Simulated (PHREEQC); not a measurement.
A solution holds 120 mmol/kgw KOH and 0.19 mmol/kgw K2CO3, at 25 °C. Closed to the air; pH follows from the charge balance.

Model: ion-association model, wateq4f.dat, run in PHREEQC.

The ionic strength comes out as 0.121 mol/kgw. What activity coefficients do K+, OH-, CO3-2 get?

K+ 0.75, OH- 0.75, CO3-2 0.36.

No solid was allowed to form.
